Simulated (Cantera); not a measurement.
# CsCl + N2 (halide evaporation, hydrolysis and transport)

A closed system holds: 1 mol CsCl, 1.4 mol N2, at 0.00380 bar.

Equilibrium computed with Cantera from the NASA thermochemical tables; the gas is ideal and each condensed phase is pure. Candidate condensed phases: Cs, CsCl; 8 gas species. Kinetics and transport are ignored.

At 948 K the condensed part is CsCl(l). From 1048 K to 1548 K nothing is condensed. The main Cs-bearing gas is Cs2Cl2 at 948 K and CsCl at 1548 K.

```
T (K)   x N2  x CsCl  x Cs2Cl2      x Cs  n CsCl(l)
-----  -----  ------  --------  --------  ---------
948    0.905  0.0620    0.0329  6.68e-10      0.802
1048   0.632   0.284    0.0836   2.08e-8          0
1148   0.598   0.376    0.0257   2.18e-7          0
1248   0.587   0.406   0.00701   1.45e-6          0
1348   0.585   0.413   0.00212   7.14e-6          0
1448   0.584   0.415  0.000743   2.81e-5          0
1548   0.583   0.416  0.000297   9.25e-5          0
```
x: gas mole fraction; n: condensed amount in mol.
